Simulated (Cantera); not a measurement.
Input: 1 mol SiHCl3, 0.011 mol CH4, 16 mol H2, at 1800 °C and 50.0 mbar.

Cantera equilibrium calculation (NASA polynomials, part measured and part estimated; ideal gas, pure solids and liquids). Candidate condensed phases: C, C6H6, C7H8, C8H18, Si, SiC; 109 gas species. Mutual solubility and eutectic melting of coexisting phases are not modelled. The tables' values for SiCl, SiCl3 are old estimates; treat these amounts as uncertain. Gases not in the tables: Si2H6 and higher silanes. Equilibrium is a limit: real reactors are often held back by kinetics, nucleation or transport.

Base state: H2 0.851, HCl 0.105, SiCl2 0.0287, H 0.0109, Si 0.00200, SiCl 0.00108, Cl 0.000991, SiH 0.000237 (mole fractions); condensed: Si(l) + SiC(s).

Q: What changes in the equilibrium state with this change: CH4 from 0.011 to 0.56 mol?

A: 
```csv
species,before,after
H2,0.851,0.853
HCl,0.105,0.113
SiCl2,0.0287,0.0205
H,0.0109,0.0109
C2H2 (acetylene),5.29e-6,1.36e-5
Si2,2.45e-5,9.58e-6
Si,0.00200,0.00125
Si2C,7.37e-5,4.60e-5
"Si(l), mol",0.400,0
"SiC(s), mol",0.00943,0.559
```

Q: What changes in the equilibrium state with this change: temperature from 1800 °C to 1927 °C?

A: 
| species | before | after |
|---|---|---|
| H2 | 0.851 | 0.832 |
| HCl | 0.105 | 0.106 |
| SiCl2 | 0.0287 | 0.0260 |
| H | 0.0109 | 0.0230 |
| Si | 0.00200 | 0.00737 |
| Si2C | 7.37e-5 | 0.000433 |
| Si2 | 2.45e-5 | 0.000118 |
| C2H2 (acetylene) | 5.29e-6 | 2.45e-5 |
| Si3 | 5.08e-6 | 2.31e-5 |
| SiH | 0.000237 | 0.000665 |
| Si(l), mol | 0.400 | 0.299 |
| SiC(s), mol | 0.00943 | 0.00179 |

Q: What changes in the equilibrium state with this change: pressure from 50.0 mbar to 13.3 mbar?

A: 
| species | before | after |
|---|---|---|
| H2 | 0.851 | 0.836 |
| HCl | 0.105 | 0.103 |
| SiCl2 | 0.0287 | 0.0280 |
| H | 0.0109 | 0.0208 |
| Si | 0.00200 | 0.00749 |
| Si3 | 5.08e-6 | 1.90e-5 |
| Si2C | 7.37e-5 | 0.000276 |
| Si(l), mol | 0.400 | 0.278 |
| SiC(s), mol | 0.00943 | 0.00564 |
